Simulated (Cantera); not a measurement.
A Cantera script and its output.

```python
import numpy as np
import cantera as ct

gas = ct.Solution("gri30.yaml")
gas.TPX = 300, 101325, {'CH4': 1, 'H2': 0.6, 'O2': 3.11, 'N2': 11.7}
inlet = ct.Reservoir(gas, clone=True)
gas.equilibrate("HP")  # start burning
reactor = ct.IdealGasConstPressureReactor(gas, energy="on", clone=False)
exhaust = ct.Reservoir(gas, clone=True)
tau = [0.022, 0.011, 0.0053, 0.0026, 0.0013, 0.00062, 0.0003, 0.00015, 7.2e-05, 3.5e-05, 1.7e-05][0]
for a, b in ((inlet, reactor), (reactor, exhaust)):
    ct.MassFlowController(a, b, mdot=lambda t: reactor.mass / tau)
net = ct.ReactorNet([reactor])
show = ['CH4', 'H2', 'O2', 'H2O2', 'OH']

rows = []
print(f"{'tau/s':>10s}{'T/K':>9s}" + "".join(f"{s:>11s}" for s in show))
for tau in [0.022, 0.011, 0.0053, 0.0026, 0.0013, 0.00062, 0.0003, 0.00015, 7.2e-05, 3.5e-05, 1.7e-05]:
    net.initial_time = 0.0
    net.advance(30 * tau)
    before = gas.X
    net.advance(40 * tau)
    drift = np.max(np.abs(gas.X - before) / (gas.X + 1e-9))
    rows.append([gas.T, *gas[show].X, drift])
    print(f"{tau:10.3e}{gas.T:9.1f}" + "".join(f"{x:11.3e}" for x in gas[show].X))
```

It prints:

```
     tau/s      T/K        CH4         H2         O2       H2O2         OH
 2.200e-02   1910.3  1.675e-05  7.300e-04  5.034e-02  1.299e-07  2.914e-03
 1.100e-02   1897.4  2.613e-05  1.097e-03  5.063e-02  1.680e-07  3.507e-03
 5.300e-03   1877.8  4.199e-05  1.665e-03  5.114e-02  2.221e-07  4.207e-03
 2.600e-03   1850.9  6.783e-05  2.444e-03  5.193e-02  2.937e-07  4.910e-03
 1.300e-03   1815.4  1.113e-04  3.440e-03  5.311e-02  3.897e-07  5.530e-03
 6.200e-04   1765.6  1.992e-04  4.759e-03  5.500e-02  5.389e-07  5.989e-03
 3.000e-04   1702.5  3.847e-04  6.295e-03  5.797e-02  7.664e-07  6.057e-03
 1.500e-04   1623.1  8.493e-04  8.156e-03  6.311e-02  1.123e-06  5.485e-03
 7.200e-05    300.0  6.094e-02  3.656e-02  1.895e-01 -1.682e-19 -5.802e-26
 3.500e-05    300.0  6.094e-02  3.656e-02  1.895e-01 -1.595e-22 -6.343e-29
 1.700e-05    300.0  6.094e-02  3.656e-02  1.895e-01 -1.008e-23 -4.050e-30
```

Detailed kinetics in Cantera: GRI-Mech 3.0 (53 species, 325 reactions).
